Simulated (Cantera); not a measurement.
Input: 1 mol FeS2, 0.82 mol SO2, 7.2 mol O2, at 1552 °C and 10000 Pa.

Cantera equilibrium calculation (NASA polynomials, part measured and part estimated; ideal gas, pure solids and liquids). Candidate condensed phases: Fe, FeO, FeS, FeSO4, FeS2, Fe2O3, Fe2(SO4)3, Fe3O4, S; 12 gas species. Rates play no part.

Base state: O2 0.616, SO2 0.383, SO3 0.000916, O 0.000381, SO 4.02e-5 (mole fractions); condensed: Fe3O4(s).

Problem. What changes in the equilibrium state with this change: temperature from 1552 °C to 927 °C?

Solution. 
```
species          before    after
-------------  --------  -------
O2                0.616    0.608
SO2               0.383    0.369
SO3            0.000916   0.0234
SO              4.02e-5  1.23e-9
O              0.000381  6.18e-8
Fe3O4(s), mol     0.333        0
Fe2O3(s), mol         0    0.500
```
